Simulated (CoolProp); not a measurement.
Octamethylcyclotetrasiloxane (D4) along the isotherm 364.8 K: Z from the reference equation and from simpler models built on Tc = 586.5 K, pc = 13.47 bar, ω = 0.598; each cubic takes its own stable root.

The numbers come from the reference Helmholtz-energy equation of state, Thol 2015 in CoolProp.

```json
[
 {"p (bar)": "1.26", "phase": "liquid", "reference": "0.01411", "van der Waals": "0.9089", "Redlich-Kwong": "0.01686", "Soave-Redlich-Kwong": "0.01564", "Peng-Robinson": "0.01389"},
 {"p (bar)": "2.53", "phase": "liquid", "reference": "0.02832", "van der Waals": "0.04962", "Redlich-Kwong": "0.03380", "Soave-Redlich-Kwong": "0.03138", "Peng-Robinson": "0.02787"},
 {"p (bar)": "3.79", "phase": "liquid", "reference": "0.04240", "van der Waals": "0.07414", "Redlich-Kwong": "0.05057", "Soave-Redlich-Kwong": "0.04699", "Peng-Robinson": "0.04173"},
 {"p (bar)": "5.05", "phase": "liquid", "reference": "0.05648", "van der Waals": "0.09853", "Redlich-Kwong": "0.06730", "Soave-Redlich-Kwong": "0.06257", "Peng-Robinson": "0.05557"},
 {"p (bar)": "6.32", "phase": "liquid", "reference": "0.07066", "van der Waals": "0.1230", "Redlich-Kwong": "0.08411", "Soave-Redlich-Kwong": "…", "Peng-Robinson": "0.06951"},
 {"p (bar)": "7.58", "phase": "liquid", "reference": "0.08472", "van der Waals": "0.1472", "Redlich-Kwong": "0.1008", "Soave-Redlich-Kwong": "0.09382", "Peng-Robinson": "0.08333"},
 {"p (bar)": "8.84", "phase": "liquid", "reference": "0.09877", "van der Waals": "0.1712", "Redlich-Kwong": "0.1174", "Soave-Redlich-Kwong": "0.1093", "Peng-Robinson": "0.09714"},
 {"p (bar)": "10.1", "phase": "liquid", "reference": "0.1128", "van der Waals": "0.1952", "Redlich-Kwong": "0.1339", "Soave-Redlich-Kwong": "0.1249", "Peng-Robinson": "0.1109"},
 {"p (bar)": "11.4", "phase": "liquid", "reference": "0.1273", "van der Waals": "0.2198", "Redlich-Kwong": "0.1510", "Soave-Redlich-Kwong": "0.1409", "Peng-Robinson": "0.1252"},
 {"p (bar)": "12.6", "phase": "liquid", "reference": "0.1406", "van der Waals": "0.2425", "Redlich-Kwong": "0.1667", "Soave-Redlich-Kwong": "0.1556", "Peng-Robinson": "…"},
 {"p (bar)": "13.9", "phase": "liquid", "reference": "0.1551", "van der Waals": "0.2669", "Redlich-Kwong": "0.1836", "Soave-Redlich-Kwong": "0.1716", "Peng-Robinson": "0.1525"},
 {"p (bar)": "15.2", "phase": "liquid", "reference": "0.1695", "van der Waals": "0.2912", "Redlich-Kwong": "0.2006", "Soave-Redlich-Kwong": "0.1875", "Peng-Robinson": "0.1666"},
 {"p (bar)": "16.4", "phase": "liquid", "reference": "0.1829", "van der Waals": "…", "Redlich-Kwong": "0.2162", "Soave-Redlich-Kwong": "0.2022", "Peng-Robinson": "0.1797"},
 {"p (bar)": "17.7", "phase": "liquid", "reference": "0.1973", "van der Waals": "0.3378", "Redlich-Kwong": "0.2330", "Soave-Redlich-Kwong": "0.2181", "Peng-Robinson": "0.1939"},
 {"p (bar)": "18.9", "phase": "liquid", "reference": "0.2106", "van der Waals": "0.3601", "Redlich-Kwong": "0.2486", "Soave-Redlich-Kwong": "0.2328", "Peng-Robinson": "0.2069"},
 {"p (bar)": "20.2", "phase": "liquid", "reference": "0.2250", "van der Waals": "0.3841", "Redlich-Kwong": "0.2654", "Soave-Redlich-Kwong": "0.2487", "Peng-Robinson": "0.2211"}
]
```

Question: Complete the blanks.

Answer: 
- 6.32, Soave-Redlich-Kwong: 0.07826
- 12.6, Peng-Robinson: 0.1383
- 16.4, van der Waals: 0.3136

At some of these states van der Waals gives the other phase, because its saturation line lies elsewhere.
